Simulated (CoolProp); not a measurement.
Vapour-liquid equilibrium of acetone (1) + n-dodecane (2) at 0.193 MPa; x and y are mole fractions of (1).

Values from CoolProp's multi-fluid Helmholtz-energy mixture model, Lemmon 2006 and Lemmon 2004; pair parameters Bell 2016.

```json
[
 {"x": "0.05", "bubble temperature (°C)": "207.9", "y at the bubble point": "0.567", "dew temperature at overall composition x (°C)": "242.7", "liquid density (mol/L)": "3.660"},
 {"x": "0.125", "bubble temperature (°C)": "156.9", "y at the bubble point": "0.904", "dew temperature at overall composition x (°C)": "238.6", "liquid density (mol/L)": "4.162"},
 {"x": "0.2", "bubble temperature (°C)": "125.5", "y at the bubble point": "0.971", "dew temperature at overall composition x (°C)": "234.3", "liquid density (mol/L)": "4.598"},
 {"x": "0.275", "bubble temperature (°C)": "107.8", "y at the bubble point": "0.987", "dew temperature at overall composition x (°C)": "229.8", "liquid density (mol/L)": "5.003"},
 {"x": "0.35", "bubble temperature (°C)": "97.6", "y at the bubble point": "0.992", "dew temperature at overall composition x (°C)": "224.9", "liquid density (mol/L)": "5.411"},
 {"x": "0.425", "bubble temperature (°C)": "91.8", "y at the bubble point": "0.995", "dew temperature at overall composition x (°C)": "219.6", "liquid density (mol/L)": "5.841"},
 {"x": "0.5", "bubble temperature (°C)": "88.4", "y at the bubble point": "0.996", "dew temperature at overall composition x (°C)": "213.7", "liquid density (mol/L)": "6.312"},
 {"x": "0.575", "bubble temperature (°C)": "86.4", "y at the bubble point": "0.996", "dew temperature at overall composition x (°C)": "207.2", "liquid density (mol/L)": "6.840"},
 {"x": "0.65", "bubble temperature (°C)": "85.0", "y at the bubble point": "0.997", "dew temperature at overall composition x (°C)": "199.7", "liquid density (mol/L)": "7.448"},
 {"x": "0.725", "bubble temperature (°C)": "83.7", "y at the bubble point": "0.997", "dew temperature at overall composition x (°C)": "190.9", "liquid density (mol/L)": "8.162"},
 {"x": "0.8", "bubble temperature (°C)": "82.2", "y at the bubble point": "0.998", "dew temperature at overall composition x (°C)": "179.8", "liquid density (mol/L)": "9.019"},
 {"x": "0.875", "bubble temperature (°C)": "80.3", "y at the bubble point": "0.998", "dew temperature at overall composition x (°C)": "164.7", "liquid density (mol/L)": "10.07"},
 {"x": "0.95", "bubble temperature (°C)": "78.0", "y at the bubble point": "0.999", "dew temperature at overall composition x (°C)": "138.8", "liquid density (mol/L)": "11.39"}
]
```

No azeotrope shows between x = 0.05 and 0.95.

The pair parameters rest on a limited set of measurements; away from them the model extrapolates. The gap from Raoult's law changes sign with composition, which may be real or a fault of the pair parameters; it wasn't checked against measurements. With so large a gap from Raoult's law the liquid may split in two, which this calculation doesn't test in full.
